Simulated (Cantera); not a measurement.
# Adiabatic ignition

An adiabatic, constant-volume homogeneous reactor starts with 14.0 % CH₄, 1.31 % C₂H₆, 17.8 % O₂, 67.0 % N₂, at 1250 K and 1.18 atm.

Cantera simulation using GRI-Mech 3.0 (53 species, 325 reactions); the numbers are that mechanism's predictions, not measurements.

```tsv
t (s)	T (K)	P (bar)	x CH₄	x C₂H₆	x O₂	x C₂H	x H₂O	x CO	x OH
8.00e-6	1250	1.20	0.140	0.0131	0.178	<1e-12	7.56e-9	<1e-12	3.51e-10
1.94e-5	1250	1.20	0.140	0.0131	0.178	<1e-12	4.69e-8	1.18e-11	8.95e-10
4.72e-5	1250	1.20	0.140	0.0131	0.178	<1e-12	2.96e-7	1.89e-10	2.40e-9
0.000115	1250	1.20	0.140	0.0131	0.178	<1e-12	2.14e-6	3.59e-9	8.03e-9
0.000279	1250	1.20	0.140	0.0131	0.177	<1e-12	2.10e-5	1.05e-7	3.70e-8
0.000678	1251	1.20	0.140	0.0130	0.177	<1e-12	0.000218	4.73e-6	1.37e-7
0.00165	1257	1.21	0.138	0.0124	0.176	<1e-12	0.00143	0.000127	3.16e-7
0.00400	2697	3.01	2.57e-11	<1e-12	8.09e-5	<1e-12	0.139	0.123	0.00320
0.00972	2695	3.01	2.58e-11	<1e-12	8.05e-5	<1e-12	0.139	0.123	0.00319
0.0236	2695	3.01	2.58e-11	<1e-12	8.05e-5	<1e-12	0.139	0.123	0.00319
0.0574	2695	3.01	2.58e-11	<1e-12	8.05e-5	<1e-12	0.139	0.123	0.00319
0.139	2695	3.01	2.58e-11	<1e-12	8.05e-5	<1e-12	0.139	0.123	0.00319
0.339	2695	3.01	2.58e-11	<1e-12	8.05e-5	<1e-12	0.139	0.123	0.00319
0.823	2695	3.01	2.58e-11	<1e-12	8.05e-5	<1e-12	0.139	0.123	0.00319
2.00	2695	3.01	2.58e-11	<1e-12	8.05e-5	<1e-12	0.139	0.123	0.00319
```
x: mole fraction; the columns are a selection and need not sum to one.

```yaml
time_of_steepest_temperature_rise: 3.75 ms
temperature at 2.00 s: 2695 K
equilibrium_temperature: 2695 K
x(CH₄) at 2.00 s: 2.58e-11 (gas-phase equilibrium 2.91e-11)
x(C₂H₆) at 2.00 s: <1e-12 (gas-phase equilibrium <1e-12)
x(O₂) at 2.00 s: 8.05e-5 (gas-phase equilibrium 8.05e-5)
```
